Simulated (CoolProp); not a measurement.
Saturated liquid density (kg/m³) of acetone: the reference equation beside estimates from Tc = 235.0 °C, pc = 4.692 MPa, ω = 0.307. Rackett uses Z = 0.29056 − 0.08775 ω.

Values from CoolProp's reference Helmholtz-energy equation of state, Lemmon 2006. It is a short technical equation, of lower accuracy than the large ones.

```json
[
 {"T (°C)": "106.25", "reference": "685.4", "Rackett": "602.3", "Redlich-Kwong": "505.8", "Soave-Redlich-Kwong": "533.6"},
 {"T (°C)": "116.95", "reference": "670.4", "Rackett": "589.1", "Redlich-Kwong": "492.2", "Soave-Redlich-Kwong": "520.2"},
 {"T (°C)": "127.55", "reference": "…", "Rackett": "575.6", "Redlich-Kwong": "477.9", "Soave-Redlich-Kwong": "…"},
 {"T (°C)": "138.25", "reference": "638.4", "Rackett": "561.2", "Redlich-Kwong": "462.7", "Soave-Redlich-Kwong": "490.8"},
 {"T (°C)": "148.95", "reference": "621.0", "Rackett": "…", "Redlich-Kwong": "446.6", "Soave-Redlich-Kwong": "474.3"},
 {"T (°C)": "159.65", "reference": "602.4", "Rackett": "530.0", "Redlich-Kwong": "429.4", "Soave-Redlich-Kwong": "456.4"},
 {"T (°C)": "170.35", "reference": "582.4", "Rackett": "512.7", "Redlich-Kwong": "410.9", "Soave-Redlich-Kwong": "…"},
 {"T (°C)": "181.05", "reference": "…", "Rackett": "493.9", "Redlich-Kwong": "390.8", "Soave-Redlich-Kwong": "…"},
 {"T (°C)": "191.75", "reference": "536.4", "Rackett": "473.1", "Redlich-Kwong": "368.7", "Soave-Redlich-Kwong": "391.5"}
]
```

Task: What belongs in the gaps?

Result: 
- 127.55, reference: 654.9
- 127.55, Soave-Redlich-Kwong: 506.1
- 148.95, Rackett: 546.1
- 170.35, Soave-Redlich-Kwong: 437.0
- 181.05, reference: 560.6
- 181.05, Soave-Redlich-Kwong: 415.5

Absolute difference from the reference over all 9 rows, mean and median: Rackett 12.0 and 12.1 %, Redlich-Kwong 28.3 and 28.1 %, Soave-Redlich-Kwong 24.0 and 23.6 %.
